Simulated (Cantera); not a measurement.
Cantera with NASA thermochemical tables; ideal gases at 1 bar, condensed phases pure. Values are per mole of reaction as written; species without (g) are pure solids or liquids, kept so even where they would boil at 1 bar.

### Question
Between 300 and 2775 K, where is each reaction favourable under standard conditions?
- 6 CuF₂(g) + O₃(g) = 12 F(g) + 3 Cu₂O

### Answer
- 6 CuF₂(g) + O₃(g) = 12 F(g) + 3 Cu₂O: ΔG° is 1798 kJ at 300 K and 367 kJ at 2775 K; it stays positive (K < 1). ΔH° is 2384 kJ and ΔS° 727 J/K at 2775 K.
